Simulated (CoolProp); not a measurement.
Vapour-liquid equilibrium of n-octane (1) + p-xylene (2) at 0.473 MPa; x and y are mole fractions of (1).

Values from CoolProp's multi-fluid Helmholtz-energy mixture model, Beckmüller 2019 and Zhou 2012; pair parameters Bell 2016.

```tsv
x	bubble temperature, mixture model (°C)	bubble temperature, Raoult's law (°C)	y, mixture model	y, Raoult's law
0.05	205.6	206.2	0.072	0.065
0.2	201.9	203.7	0.258	0.250
0.35	199.1	201.3	0.416	0.418
0.5	196.9	199.0	0.557	0.572
0.65	195.1	196.8	0.692	0.713
0.8	193.6	194.7	0.824	0.843
0.95	192.4	192.6	0.956	0.962
```

The largest gap from Raoult's law is -2.2 K in bubble temperature, at x = 0.35. No azeotrope shows between x = 0.05 and 0.95.

The pair parameters rest on a limited set of measurements; away from them the model extrapolates.
